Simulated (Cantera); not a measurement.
## Gas-phase reforming

An isothermal, constant-pressure homogeneous reactor starts with CH₄ : CO₂ = 1 : 0.31 (molar parts), at 2175 K and 2930 Torr.

Computed with Cantera and GRI-Mech 3.0 (53 species, 325 reactions). GRI-Mech 3.0 stops at C3 and has no aromatics, soot or wall deposition, so with more carbon than oxygen in the feed, carbon stays in small species such as C2H2 where larger ones or solid carbon would form.

```csv
t (s),x CH₄,x CO₂,x H,x C₂H₆,x HO₂,x H₂
3.00e-6,0.570,0.217,0.000640,0.00649,9.17e-12,0.123
1.03e-5,0.284,0.162,0.00124,0.00187,2.17e-11,0.371
3.56e-5,0.118,0.0977,0.00155,0.000318,3.38e-11,0.494
0.000123,0.0388,0.0267,0.00174,3.98e-5,2.73e-11,0.514
0.000423,0.0171,0.00525,0.00187,8.21e-6,1.27e-11,0.541
0.00146,0.0114,0.00263,0.00193,3.40e-6,2.27e-12,0.587
0.00503,0.00574,0.000359,0.00197,9.28e-7,<1e-12,0.620
0.0173,0.00407,9.55e-7,0.00197,5.41e-7,<1e-12,0.626
0.0597,0.00406,2.69e-7,0.00197,5.40e-7,<1e-12,0.626
0.206,0.00406,2.69e-7,0.00197,5.40e-7,<1e-12,0.626
0.709,0.00406,2.69e-7,0.00197,5.40e-7,<1e-12,0.626
2.44,0.00406,2.69e-7,0.00197,5.40e-7,<1e-12,0.626
8.42,0.00406,2.69e-7,0.00197,5.40e-7,<1e-12,0.626
29.0,0.00406,2.69e-7,0.00197,5.40e-7,<1e-12,0.626
100,0.00406,2.69e-7,0.00197,5.40e-7,<1e-12,0.626
```
x: mole fraction; the columns are a selection and need not sum to one.

Equilibrium at this temperature and pressure: CH₄ 0.00406, CO₂ 2.70e-7, H 0.00197, C₂H₆ 5.40e-7, HO₂ <1e-12, H₂ 0.626 (gas phase only).
